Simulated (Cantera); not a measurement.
A perfectly stirred reactor is fed with C2H6 : N2 = 1 : 1.2 (molar parts), at 0.460 bar; it is held at 1275 K, and followed from long to short residence time.

Model: GRI-Mech 3.0 (53 species, 325 reactions), integrated in Cantera. GRI-Mech 3.0 stops at C3 and has no aromatics, soot or wall deposition, so with more carbon than oxygen in the feed, carbon stays in small species such as C2H2 where larger ones or solid carbon would form.

**Question.** What does this change do: N2 1.2 to 0.13 parts?

**Answer.** 
| quantity | before | after |
|---|---|---|
| x(C2H6) at τ = 0.680 s | 0.00519 | 0.00843 |
| x(H2) at τ = 0.680 s | 0.320 | 0.438 |
| x(C2H2) at τ = 0.680 s | 0.125 | 0.161 |
| x(CH2) at τ = 0.680 s | 3.14e-10 | 3.15e-10 |
| x(CH4) at τ = 0.680 s | 0.0879 | 0.147 |
| x(C2H6) at τ = 35.0 ms | 0.0435 | 0.0650 |
| x(H2) at τ = 35.0 ms | 0.261 | 0.388 |
| x(C2H2) at τ = 35.0 ms | 0.0534 | 0.0713 |
| x(CH2) at τ = 35.0 ms | 1.66e-9 | 1.55e-9 |
| x(CH4) at τ = 35.0 ms | 0.0686 | 0.111 |
